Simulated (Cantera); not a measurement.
Cantera run, input and output.

```python
import numpy as np
import cantera as ct

gas = ct.Solution("gri30.yaml")
gas.TPX = 1400, 180000, {'CH4': 1, 'H2': 3.6, 'O2': 1.53, 'N2': 5.75}
reactor = ct.IdealGasConstPressureReactor(gas, energy="on", clone=False)
net = ct.ReactorNet([reactor])
net.rtol, net.atol = 1e-08, 1e-16
show = ['CH4', 'H2', 'O2', 'CH2O', 'CH2', 'NO']
times = np.geomspace(1e-06, 4, 13)

steps = ct.SolutionArray(gas, extra=["t"])
rows = []
print(f"{'t/s':>10s}{'T/K':>9s}{'P/Pa':>11s}" + "".join(f"{s:>11s}" for s in show))
for t in times:
    while net.time < t:
        t_next = net.step()
        steps.append(gas.state, t=t_next)
    rows.append([np.interp(t, steps.t, y) for y in (steps.T, steps.P, *steps(*show).X.T)])
    print(f"{t:10.3e}{rows[-1][0]:9.1f}{rows[-1][1]:11.4g}" + "".join(f"{x:11.3e}" for x in rows[-1][2:]))
rate = np.gradient(steps.T, steps.t)
print("integrator steps:", len(steps.t))
if steps.T.max() > steps.T[0] + 200:
    print(f"time of steepest temperature rise: {steps.t[rate.argmax()]:.4e} s")
gas.TPX = 1400, 180000, {'CH4': 1, 'H2': 3.6, 'O2': 1.53, 'N2': 5.75}
gas.equilibrate("HP")
print(f"equilibrium (HP): T = {gas.T:.1f} K  " + "  ".join(f"{s} {gas[s].X[0]:.3e}" for s in show))
```

Output:

```
       t/s      T/K       P/Pa        CH4         H2         O2       CH2O        CH2         NO
 1.000e-06   1400.0    1.8e+05  8.417e-02  3.030e-01  1.288e-01  1.937e-10  5.015e-15  7.177e-18
 3.550e-06   1400.0    1.8e+05  8.417e-02  3.030e-01  1.288e-01  5.526e-09  1.886e-13  1.260e-16
 1.260e-05   1400.0    1.8e+05  8.414e-02  3.030e-01  1.288e-01  4.493e-07  1.380e-10  1.759e-14
 4.472e-05   1512.2    1.8e+05  7.426e-02  2.933e-01  1.171e-01  7.825e-04  1.031e-06  8.176e-10
 1.587e-04   2503.6    1.8e+05  6.386e-04  2.819e-01  4.271e-06  4.775e-06  1.568e-05  7.338e-05
 5.635e-04   2490.4    1.8e+05  2.591e-07  2.878e-01  5.004e-06  1.756e-08  7.309e-09  2.010e-04
 2.000e-03   2488.4    1.8e+05  1.224e-10  2.876e-01  5.371e-06  1.533e-08  4.044e-12  1.768e-04
 7.099e-03   2488.9    1.8e+05  1.197e-10  2.875e-01  5.397e-06  1.532e-08  3.958e-12  1.153e-04
 2.520e-02   2489.0    1.8e+05  1.188e-10  2.875e-01  5.409e-06  1.532e-08  3.932e-12  8.894e-05
 8.944e-02   2489.0    1.8e+05  1.188e-10  2.875e-01  5.409e-06  1.532e-08  3.931e-12  8.805e-05
 3.175e-01   2489.0    1.8e+05  1.188e-10  2.875e-01  5.409e-06  1.532e-08  3.931e-12  8.805e-05
 1.127e+00   2489.0    1.8e+05  1.188e-10  2.875e-01  5.409e-06  1.532e-08  3.931e-12  8.805e-05
 4.000e+00   2489.0    1.8e+05  1.188e-10  2.875e-01  5.409e-06  1.532e-08  3.931e-12  8.805e-05
integrator steps: 1605
time of steepest temperature rise: 6.7220e-05 s
equilibrium (HP): T = 2489.0 K  CH4 1.353e-10  H2 2.875e-01  O2 5.409e-06  CH2O 1.532e-08  CH2 4.403e-12  NO 8.805e-05
```

Model: GRI-Mech 3.0 (53 species, 325 reactions), integrated in Cantera.
